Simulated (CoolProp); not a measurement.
R1234yf along the isotherm 319 K: Z from the reference equation and from simpler models built on Tc = 367.8 K, pc = 3.384 MPa, ω = 0.276; each cubic takes its own stable root.

Computed with CoolProp (reference Helmholtz-energy equation of state, Lemmon 2022).

```csv
p (MPa),phase,reference
0.0268,gas,0.9954
0.0393,gas,0.9933
0.0576,gas,0.9902
0.0846,gas,0.9855
0.124,gas,0.9786
0.182,gas,0.9684
0.268,gas,0.9528
0.393,gas,0.9294
0.576,gas,0.8932
0.846,gas,0.8345
1.24,liquid,0.05282
1.82,liquid,0.07699
2.68,liquid,0.1123
3.93,liquid,0.1627
5.76,liquid,0.2349
8.46,liquid,0.3385
```

Task: How far does each simpler model (van der Waals, Redlich-Kwong, Peng-Robinson) lie from the reference over these 16 states: mean and median of the absolute difference, and the worst?

Result: 
- van der Waals: mean 156.3 %, median 2.8 %, worst +1448.1 % at 319 K and 1.24 MPa
- Redlich-Kwong: mean 91.8 %, median 1.2 %, worst +1364.6 % at 319 K and 1.24 MPa
- Peng-Robinson: mean 0.7 %, median 0.1 %, worst +3.3 % at 319 K and 1.24 MPa

At some of these states van der Waals, Redlich-Kwong gives the other phase, because its saturation line lies elsewhere.
